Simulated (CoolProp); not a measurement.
Vapour-liquid equilibrium of R152A (1) + isobutane (2) at -17.75 °C; x and y are mole fractions of (1).

Computed with CoolProp (multi-fluid Helmholtz-energy mixture model, Outcalt 1996 and Bücker 2006; pair parameters Bell 2016).

```json
[
 {"x": "0.05", "bubble pressure, mixture model (MPa)": "0.09797", "bubble pressure, Raoult's law (MPa)": "0.08226", "y, mixture model": "0.219", "y, Raoult's law": "0.081"},
 {"x": "0.125", "bubble pressure, mixture model (MPa)": "0.1187", "bubble pressure, Raoult's law (MPa)": "0.08624", "y, mixture model": "0.392", "y, Raoult's law": "0.192"},
 {"x": "0.2", "bubble pressure, mixture model (MPa)": "(withheld)", "bubble pressure, Raoult's law (MPa)": "0.09023", "y, mixture model": "0.487", "y, Raoult's law": "0.294"},
 {"x": "0.275", "bubble pressure, mixture model (MPa)": "0.1427", "bubble pressure, Raoult's law (MPa)": "0.09421", "y, mixture model": "0.546", "y, Raoult's law": "0.387"},
 {"x": "0.35", "bubble pressure, mixture model (MPa)": "0.1491", "bubble pressure, Raoult's law (MPa)": "0.09819", "y, mixture model": "(withheld)", "y, Raoult's law": "0.473"},
 {"x": "0.425", "bubble pressure, mixture model (MPa)": "0.1532", "bubble pressure, Raoult's law (MPa)": "0.1022", "y, mixture model": "0.614", "y, Raoult's law": "0.552"},
 {"x": "0.5", "bubble pressure, mixture model (MPa)": "0.1558", "bubble pressure, Raoult's law (MPa)": "0.1062", "y, mixture model": "(withheld)", "y, Raoult's law": "0.625"},
 {"x": "0.575", "bubble pressure, mixture model (MPa)": "0.1574", "bubble pressure, Raoult's law (MPa)": "0.1101", "y, mixture model": "0.657", "y, Raoult's law": "0.693"},
 {"x": "0.65", "bubble pressure, mixture model (MPa)": "0.1582", "bubble pressure, Raoult's law (MPa)": "0.1141", "y, mixture model": "(withheld)", "y, Raoult's law": "0.756"},
 {"x": "0.725", "bubble pressure, mixture model (MPa)": "0.1582", "bubble pressure, Raoult's law (MPa)": "0.1181", "y, mixture model": "0.701", "y, Raoult's law": "0.815"},
 {"x": "0.8", "bubble pressure, mixture model (MPa)": "0.1569", "bubble pressure, Raoult's law (MPa)": "0.1221", "y, mixture model": "0.734", "y, Raoult's law": "0.870"},
 {"x": "0.875", "bubble pressure, mixture model (MPa)": "0.1530", "bubble pressure, Raoult's law (MPa)": "0.1261", "y, mixture model": "0.788", "y, Raoult's law": "0.921"},
 {"x": "0.95", "bubble pressure, mixture model (MPa)": "0.1440", "bubble pressure, Raoult's law (MPa)": "0.1301", "y, mixture model": "0.884", "y, Raoult's law": "0.969"}
]
```

Task: Fill in the missing entries.

Result: 
- 0.2, bubble pressure, mixture model (MPa): 0.1330
- 0.35, y, mixture model: 0.586
- 0.5, y, mixture model: 0.637
- 0.65, y, mixture model: 0.677

The largest gap from Raoult's law is +51.8 % in bubble pressure, at x = 0.35. y crosses x between x = 0.65 and 0.725: the model has an azeotrope there.

Pair parameters are fitted to limited data, so mixtures are less certain than the pure fluids. With so large a gap from Raoult's law the liquid may split in two, which this calculation doesn't test in full.
